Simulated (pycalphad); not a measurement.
Computed with pycalphad from the COST 507 light-alloy database (1999), at 1 atm. The data set is of 1999 and partly superseded. Phase fractions are per mole of atoms. Kinetics are ignored, which matters at the lower temperatures.

**Question.** Give the equilibrium state of Mg-0.99Al-0.41Si (at.%) at 490 K.

**Answer.** 
```
T = 490.00 K, P = 101325 Pa, N = 1 mol of atoms
G = -17673 J/mol, H = 4813 J/mol, S = 45.89 J/(mol K)  (SER reference)
chemical potentials (J/mol): Mg -17370, Al -25643, Si -71236
phase             fraction      x(Mg)      x(Al)      x(Si)
HCP_A3              0.9877     0.9900     0.0100   1.17e-10
MG2SI               0.0123     0.6667       none     0.3333
```

**Question.** Give the equilibrium state of Mg-0.99Al-0.41Si (at.%) at 370 K.

**Answer.** 
```
T = 370.00 K, P = 101325 Pa, N = 1 mol of atoms
G = -12594 J/mol, H = 1631 J/mol, S = 38.44 J/(mol K)  (SER reference)
chemical potentials (J/mol): Mg -12317, Al -16618, Si -69280
phase             fraction      x(Mg)      x(Al)      x(Si)
HCP_A3              0.9854     0.9909     0.0091   2.17e-14
MG2SI               0.0123     0.6667       none     0.3333
ALMG_GAMMA          0.0023     0.5860     0.4140       none
```

Database names, with the compositions (at.%) that they take in these runs: MG2SI: Mg 67 Si 33; ALMG_GAMMA: Mg 59 Al 41. HCP_A3 is hcp. An entry "none" or "no" means that the model of the phase leaves that element out.
